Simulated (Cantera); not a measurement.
A closed system holds: 1 mol CF4, 0.064 mol CH4, 9.7 mol H2, held at 1848.15 K and 750 Torr.

Equilibrium computed with Cantera from the NASA thermochemical tables; the gas is ideal and each condensed phase is pure. Candidate condensed phases: C, C6H6, C7H8, C8H18; 95 gas species. Rates play no part.

Base state: H2 0.661, HF 0.338, H 0.000432, CH4 0.000288, C2H2 (acetylene) 0.000170 (mole fractions); condensed: C(graphite).

### Question
What changes in the equilibrium state with this change: temperature from 1848.15 K to 2373.15 K?

### Answer
```csv
species,before,after
H2,0.661,0.648
HF,0.338,0.336
H,0.000432,0.0113
C2H2 (acetylene),0.000170,0.00399
C4H2,1.74e-8,1.01e-5
CH3,3.78e-6,2.52e-5
"C(graphite), mol",1.06,0.967
```
